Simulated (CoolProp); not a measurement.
Methane at 501.54 K and 0.146 MPa is throttled through a valve to 0.058 MPa with no heat exchange. Each further row changes one setting.

Values from CoolProp's reference Helmholtz-energy equation of state, Setzmann 1991.

| case | temperature change (K) | final density (kg/m³) |
|---|---|---|
| as stated | -0.1 | 0.223 |
| outlet pressure 0.0174 MPa | -0.2 | 0.0670 |
| outlet pressure 0.0754 MPa | -0.1 | 0.290 |
